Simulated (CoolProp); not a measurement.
The fluid at 471.45 K and 7.66 MPa is throttled through a valve to 2.96 MPa with no heat exchange. The same conditions are run with several fluids, on thermodynamics alone (safety and materials aside).

The numbers come from the reference Helmholtz-energy equation of state of each fluid (carbonyl sulfide: Lemmon 2006; normal hydrogen: Leachman 2009; R404A: Lemmon 2003; oxygen: Schmidt 1985; chloromethane (R40): Thol 2014) in CoolProp. Blends and air are pseudo-pure fits.

Rank carbonyl sulfide, normal hydrogen, R404A, oxygen, chloromethane (R40) by temperature change (K), highest first.

normal hydrogen (+2.3), oxygen (-3.8), R404A (-21.4), carbonyl sulfide (-37.7), chloromethane (R40) (-49.2)

| fluid | final phase | final density (kg/m³) |
|---|---|---|
| carbonyl sulfide | gas | 55.3 |
| normal hydrogen | supercritical | 1.50 |
| R404A | gas | 86.8 |
| oxygen | gas | 24.3 |
| chloromethane (R40) | gas | 51.2 |

Above 300 K oxygen's equation is extrapolated.
